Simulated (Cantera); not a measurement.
**Equilibrium for chlorosilane synthesis and conversion: SiCl4 + Cl2 + H2**

Feed: 1 mol SiCl4, a varied amount of Cl2, 0.58 mol H2, held at 1200 K and 100000 Pa.

Method: chemical equilibrium by Gibbs-energy minimisation in Cantera with the NASA 1993 tables (ideal gas, pure condensed phases). Candidate condensed phases: Si; 19 gas species. The tables' values for SiCl3 are old estimates; treat these amounts as uncertain. Kinetics and transport are ignored.

From 0.5 mol Cl2 to 2.7 mol Cl2 nothing is condensed. The main Si-bearing gas is SiCl4 throughout.

```
n(Cl2) (mol)  log p HCl  log p Cl2  log p SiCl4  log p H2  log p Cl  log p SiHCl3  log p SiCl3  log p SiCl2
------------  ---------  ---------  -----------  --------  --------  ------------  -----------  -----------
0.5               -0.32      -8.08        -0.32     -1.43     -6.37         -3.00        -3.12        -4.97
0.6               -0.27      -2.05        -0.34     -7.38     -3.35         -9.01        -6.15       -11.02
0.73              -0.30      -1.19        -0.36     -8.29     -2.92         -9.92        -6.61       -11.91
0.88              -0.33      -0.92        -0.39     -8.62     -2.78        -10.25        -6.77         <-12
1.1               -0.36      -0.71        -0.43     -8.90     -2.68        -10.53        -6.91         <-12
1.3               -0.40      -0.60        -0.46     -9.07     -2.63        -10.70        -7.00         <-12
1.5               -0.42      -0.53        -0.49     -9.20     -2.59        -10.83        -7.06         <-12
1.8               -0.47      -0.44        -0.53     -9.37     -2.55        -11.00        -7.15         <-12
2.2               -0.51      -0.37        -0.58     -9.54     -2.51        -11.17        -7.23         <-12
2.7               -0.57      -0.31        -0.63     -9.71     -2.48        -11.34        -7.32         <-12
```
log p: log10 of the partial pressure in bar; nothing condenses.
